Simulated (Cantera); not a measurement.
Source: NASA polynomial tables (part measured, part estimated), evaluated in Cantera. Values are per mole of reaction as written; species without (g) are pure solids or liquids, kept so even where they would boil at 1 bar.

a) V + O2(g) = VO2(g)
b) 4 Li + O2(g) = 2 Li2O
c) 0.6667 Cr + O2(g) = 0.6667 CrO3(g)

Order these by ΔG° at 775 K, most negative first.

b (-995 kJ), a (-255 kJ), c (-160 kJ)
